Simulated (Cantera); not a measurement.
**Pyrogenic steam for wet oxidation**

An isothermal, constant-pressure homogeneous reactor starts with 15.9 % H2, 46.7 % O2, 37.4 % N2, at 975 K and 0.661 atm.

Detailed kinetics in Cantera: GRI-Mech 3.0 (53 species, 325 reactions). The temperature is held fixed by assumption; the heat of reaction is taken as removed at once.

```
t (s)         x H2   x O2       x H     x HO2      x OH      x NO
--------  --------  -----  --------  --------  --------  --------
0.000300    0.0804  0.443   0.00118  0.000300  0.000723   3.26e-8
0.000625    0.0554  0.437   4.39e-6  0.000211   4.06e-6   2.37e-8
0.00130     0.0550  0.437   6.80e-7   9.64e-5   5.39e-7   9.40e-9
0.00271     0.0544  0.437   8.20e-7   9.80e-5   6.63e-7   9.54e-9
0.00565     0.0530  0.436   1.04e-6  0.000110   9.01e-7   1.05e-8
0.0118      0.0492  0.435   1.25e-6  0.000122   1.23e-6   1.13e-8
0.0245      0.0406  0.433   1.15e-6  0.000122   1.45e-6   1.07e-8
0.0510      0.0267  0.429   7.29e-7  0.000103   1.43e-6   8.90e-9
0.106       0.0120  0.425   2.84e-7   6.72e-5   1.24e-6   6.28e-9
0.221      0.00337  0.422   5.38e-8   2.90e-5   8.33e-7   3.72e-9
0.461     0.000786  0.422   5.99e-9   9.37e-6   4.04e-7   2.00e-9
0.960     0.000211  0.421  6.75e-10   3.07e-6   1.72e-7   1.06e-9
2.00       6.77e-5  0.421  9.42e-11   1.10e-6   7.39e-8  6.75e-10
```
x: mole fraction; the columns are a selection and need not sum to one.

Equilibrium at this temperature and pressure: H2 1.33e-11, O2 0.421, H <1e-12, HO2 1.24e-9, OH 1.21e-7, NO 2.41e-5 (gas phase only).
